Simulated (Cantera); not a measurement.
# Thermodynamics of carbon deposition, reforming and gasification, feed acetone + NH3

Feed: 1 mol acetone, 0.021 mol NH3, at 1000 Pa.

Equilibrium computed with Cantera from the NASA thermochemical tables; the gas is ideal and each condensed phase is pure. Candidate condensed phases: C, C6H6, C7H8, C8H18, H2O; 169 gas species. Ions and electrons are included (thermal ionisation). The feed counts by its element totals alone. Kinetics and transport are ignored.

| T (°C) | x H | x H2 | x CO | x C | x C3 | x C2 | x C2H2 (acetylene) | n C(graphite) |
|---|---|---|---|---|---|---|---|---|
| 2227 | 0.191 | 0.576 | 0.224 | 1.66e-5 | 4.97e-5 | 4.58e-6 | 0.00623 | 1.93 |
| 2477 | 0.417 | 0.371 | 0.195 | 0.000378 | 0.00169 | 0.000163 | 0.0104 | 1.83 |
| 2727 | 0.624 | 0.156 | 0.159 | 0.00507 | 0.0312 | 0.00317 | 0.00973 | 1.09 |
| 2977 | 0.704 | 0.0481 | 0.134 | 0.0256 | 0.0646 | 0.0122 | 0.00185 | 0 |
| 3227 | 0.720 | 0.0149 | 0.124 | 0.0725 | 0.0425 | 0.0195 | 0.000190 | 0 |
| 3477 | 0.696 | 0.00482 | 0.117 | 0.144 | 0.0156 | 0.0191 | 1.56e-5 | 0 |
| 3727 | 0.676 | 0.00180 | 0.112 | 0.195 | 0.00258 | 0.0101 | 9.48e-7 | 0 |
| 3977 | 0.670 | 0.000779 | 0.111 | 0.212 | 0.000308 | 0.00404 | 5.80e-8 | 0 |
| 4227 | 0.668 | 0.000374 | 0.110 | 0.217 | 4.01e-5 | 0.00162 | 4.44e-9 | 0 |
| 4477 | 0.667 | 0.000194 | 0.109 | 0.220 | 6.28e-6 | 0.000700 | 4.37e-10 | 0 |
| 4727 | 0.664 | 0.000107 | 0.105 | 0.223 | 1.20e-6 | 0.000332 | 5.46e-11 | 0 |
x: gas mole fraction; n: condensed amount in mol.

From 2227 °C to 2727 °C the condensed part is C(graphite). From 2977 °C to 4727 °C nothing is condensed. The main C-bearing gas is CO at 2227 °C and C at 4727 °C.
